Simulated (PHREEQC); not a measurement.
A solution holds 0.021 mol Rb2SO4 and 3.2e-05 mol MnCl2 per kg of water, at 25 °C. Closed to the air; pH follows from the charge balance.

Model: ion-association model, wateq4f.dat, run in PHREEQC.

Precipitation was switched off in this run.

**Question.** Estimate the pH.

**Answer.** pH 7.12.

**Question.** In which forms is Mn present?

**Answer.** Mn+2 58 %, MnSO4 42 % of the Mn.

Species that the database lacks are ignored.
